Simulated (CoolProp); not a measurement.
Vapour pressure (kPa) of sulfur dioxide: the reference equation beside estimates from Tc = 430.6 K, pc = 7887 kPa, ω = 0.256.

Model: reference Helmholtz-energy equation of state, Gao 2016, in CoolProp.

```
T (K)  reference  Lee-Kesler  Soave-Redlich-Kwong
-----  ---------  ----------  -------------------
284.4      241.3       240.0                240.3
293.8      338.2       337.5                337.4
303.2      462.8       463.0                462.7
312.6      620.0       621.4                621.1
322        814.8       817.6                818.0
331.4       1053        1057                 1059
340.8       1339        1344                 1349
350.1       1676        1682                 1692
```

Absolute difference from the reference over all 8 rows, mean and median: Lee-Kesler 0.3 and 0.4 %, Soave-Redlich-Kwong 0.4 and 0.4 %.
